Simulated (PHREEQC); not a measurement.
Solution (20 °C): 0.22 mol Pb(NO3)2, 0.0087 mol NaCl and 6e-05 mol Cu(NO3)2 per kg of water. It is in equilibrium with CO2 at log p = -2 (atm). Otherwise closed; pH follows from the charge balance.

The numbers come from PHREEQC with the ion-association model, wateq4f.dat.

Precipitation was switched off in this run.

Task: What pH, ionic strength, activity of water does the model give?

Result: pH 4.02; ionic strength 0.427 mol/kgw; activity of water 0.991.

Task: In which forms is Cl present?

Result: Cl- 53 %, PbCl+ 47 % of the Cl.
